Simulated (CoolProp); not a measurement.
Saturation properties of fluorine.

Model: reference Helmholtz-energy equation of state, de Reuck 1990, in CoolProp.

| T (K) | p (MPa) | liquid density (kg/m³) | enthalpy of vaporisation (kJ/kg) | liquid cp (kJ/(kg K)) | vapour Z | surface tension (mN/m) |
|---|---|---|---|---|---|---|
| 107.1 | 0.7296 | 1331 | 149.0 | 1.646 | 0.8705 | 7.65 |
| 110.4 | 0.9130 | 1302 | 144.2 | 1.684 | 0.8497 | 6.84 |
| 113.7 | 1.128 | 1271 | 139.0 | 1.730 | 0.8268 | 6.04 |
| 117.1 | 1.384 | 1238 | 133.2 | 1.791 | 0.8007 | 5.23 |
| 120.4 | 1.671 | 1203 | 126.9 | 1.868 | 0.7728 | 4.47 |
| 123.7 | 1.998 | 1166 | 120.0 | 1.971 | 0.7418 | 3.74 |
| 127.1 | 2.381 | 1124 | 112.1 | 2.120 | 0.7061 | 3.00 |
| 130.4 | 2.801 | 1079 | 103.2 | 2.336 | 0.6670 | 2.32 |
| 133.7 | 3.273 | 1027 | 92.80 | 2.688 | 0.6222 | 1.67 |

It boils at 85.0 K under 1 atm.

Surface tension comes from a separate correlation (Mulero 2012).
